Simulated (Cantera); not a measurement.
A Cantera script and what it prints.

```python
import numpy as np
import cantera as ct

gas_names = """
    C CH CH2 CH3 CH2OH CH3O CH4 CH3OH CO CO2 COOH C2 C2H CHCO,ketyl C2H2,acetylene C2H2,vinylidene
    CH2CO,ketene C2H3,vinyl CH3CO,acetyl C2H4 C2H4O,ethylen CH3CHO,ethanal CH3COOH (HCOOH)2 C2H5 C2H6
    CH3OCH3 C2H5OH C2O C3 C3H3,propargyl C3H4,allene C3H4,propyne C3H4,cyclo- C3H5,allyl C3H6,propylene
    C3H6,cyclo- C3H6O C3H7,n-propyl C3H7,i-propyl C3H8 C3H8O,1propanol C3H8O,2propanol C3O2 C4 C4H2
    C4H4,1,3-cyclo- C4H6,butadiene C4H6,2-butyne C4H6,cyclo- C4H8,1-butene C4H8,cis2-buten
    C4H8,tr2-butene C4H8,isobutene C4H8,cyclo- (CH3COOH)2 C4H9,n-butyl C4H9,i-butyl C4H9,s-butyl
    C4H9,t-butyl C4H10,isobutane C4H10,n-butane C5 C5H6,1,3cyclo- C5H8,cyclo- C5H10,1-pentene
    C5H10,cyclo- C5H11,pentyl C5H11,t-pentyl C5H12,n-pentane C5H12,i-pentane CH3C(CH3)2CH3 C6H2
    C6H5,phenyl C6H5O,phenoxy C6H6 C6H5OH,phenol C6H10,cyclo- C6H12,1-hexene C6H12,cyclo- C6H13,n-hexyl
    C7H7,benzyl C7H8 C7H8O,cresol C7H14,1-heptene C7H15,n-heptyl C7H16,n-heptane C8H8,styrene
    C8H10,ethylbenz C8H16,1-octene C8H17,n-octyl C8H18,isooctane C8H18,n-octane C9H19,n-nonyl
    C10H8,naphthale C10H21,n-decyl C12H9,o-bipheny C12H10,bipheny Ca CaO CaOH CaO2H2 Ca2 H HCO HO2 H2
    HCHO,formaldehy HCOOH H2O H2O2 O OH O2 O3
""".split()
cond_names = """
    C(gr) C6H6(L) C7H8(L) C8H18(L),n-octa Ca(a) Ca(b) Ca(L) CaCO3(caL) CaO(s) CaO(L) CaO2H2(s) H2O(s)
    H2O(L)
""".split()


def load(file, names, dense=False):
    # The tables refer to 1 bar. Condensed volumes are neglected.
    table = {s.name: s for s in ct.Species.list_from_file(file)}
    out = []
    for n in names:
        d = dict(table[n].input_data)
        d["thermo"] = dict(d["thermo"], **{"reference-pressure": 1e5})
        if dense:
            d["equation-of-state"] = {"model": "constant-volume", "density": "1e6 g/cm^3"}
        out.append(ct.Species.from_dict(d))
    return out


gas = ct.Solution(thermo="ideal-gas", species=load("nasa_gas.yaml", gas_names))
cond = {s.name: ct.Solution(thermo="fixed-stoichiometry", species=[s], name=s.name)
        for s in load("nasa_condensed.yaml", cond_names, dense=True)}
atoms = {
    'Ca(OH)2': {'Ca': 1, 'O': 2, 'H': 2},
    'CO2': {'C': 1, 'O': 2},
}
top_T = {'C(gr)': 4500}  # K; cautious upper limits of use, not melting points


def equilibrate(T, P, feed):
    n = {}
    for name, mol in feed.items():
        for a, k in atoms[name].items():
            n[a] = n.get(a, 0.0) + k * mol
    gas.TPX = T, P, n
    mass = sum(n.values()) * gas.mean_molecular_weight
    gas.equilibrate("TP")
    valid = [c for c in cond.values() if c.min_temp <= T <= top_T.get(c.name, c.max_temp)]
    mix = ct.Mixture([(gas, mass / gas.mean_molecular_weight)] + [(c, 0.0) for c in valid])
    mix.T, mix.P = T, P
    mix.equilibrate("TP", solver="vcs", rtol=1e-11, max_steps=5000)
    return mix


results = []
feed = {'Ca(OH)2': 1, 'CO2': 0.56}  # mol
P = 47000  # Pa
for T in [898, 1048, 1198, 1348, 1498, 1648, 1798, 1948, 2098, 2248]:
    mix = equilibrate(T, P, feed)
    results.append((T, P, feed, dict(zip(mix.species_names, mix.species_moles))))

top = {s: max(r[3][s] / sum(r[3][g] for g in gas_names) for r in results) for s in gas_names}
cols = sorted((s for s in top if top[s] > 0.001), key=lambda s: -top[s])[:7]
seen = [c for c in cond_names if any(r[3].get(c, 0) > 1e-12 for r in results)]
print("log10 of partial pressures in bar; condensed amounts in mol")
print(f"{'T/K':>10s}" + "".join(f"{s[:9]:>10s}" for s in cols + seen))
for T, P, feed, n in results:
    ng = sum(n[g] for g in gas_names)
    print(f"{T:10.4g}" + "".join(f"{np.log10(max(n[s] / ng * P / 1e5, 1e-99)):10.3f}" for s in cols)
          + "".join(f"{n.get(c, 0):10.4g}" for c in seen))
```

It prints:

```
log10 of partial pressures in bar; condensed amounts in mol
       T/K       H2O       CO2        CO        O2        H2        OH         H CaCO3(caL    CaO(s)
       898    -0.333    -2.277   -10.116    -8.109    -7.805    -9.427   -13.863    0.5486    0.4514
      1048    -0.482    -0.853    -7.018    -6.750    -6.572    -7.810   -11.398    0.1347    0.8653
      1198    -0.521    -0.773    -5.717    -5.669    -5.601    -6.544    -9.521         0         1
      1348    -0.521    -0.773    -4.777    -4.817    -4.817    -5.541    -8.044         0         1
      1498    -0.521    -0.773    -4.031    -4.130    -4.191    -4.738    -6.860         0         1
      1648    -0.522    -0.774    -3.426    -3.566    -3.679    -4.080    -5.890         0         1
      1798    -0.523    -0.777    -2.925    -3.096    -3.252    -3.533    -5.079         0         1
      1948    -0.526    -0.783    -2.505    -2.701    -2.891    -3.071    -4.392         0    0.9999
      2098    -0.532    -0.797    -2.153    -2.367    -2.581    -2.679    -3.803         0    0.9998
      2248    -0.543    -0.821    -1.858    -2.087    -2.315    -2.344    -3.291         0    0.9994
```

These are equilibrium values from Cantera (NASA tables, ideal gas, pure condensed phases), not measurements of a reactor. Mutual solubility and eutectic melting of coexisting phases are not modelled.
